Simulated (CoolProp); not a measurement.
Model: reference Helmholtz-energy equation of state, Wagner 2002, in CoolProp.

Question: Give the vapour pressure (bar), liquid density (kg/m³), vapour density (kg/m³), enthalpy of vaporisation (kJ/kg) of saturated water at 268.05, 294.35, 314.05 °C.

Answer: 
```json
[
 {"T (°C)": "268.05", "p (bar)": "53.4", "liquid density (kg/m³)": "771", "vapour density (kg/m³)": "27.2", "enthalpy of vaporisation (kJ/kg)": "1620"},
 {"T (°C)": "294.35", "p (bar)": "79.2", "liquid density (kg/m³)": "723", "vapour density (kg/m³)": "42.0", "enthalpy of vaporisation (kJ/kg)": "1450"},
 {"T (°C)": "314.05", "p (bar)": "104", "liquid density (kg/m³)": "681", "vapour density (kg/m³)": "58.4", "enthalpy of vaporisation (kJ/kg)": "1290"}
]
```
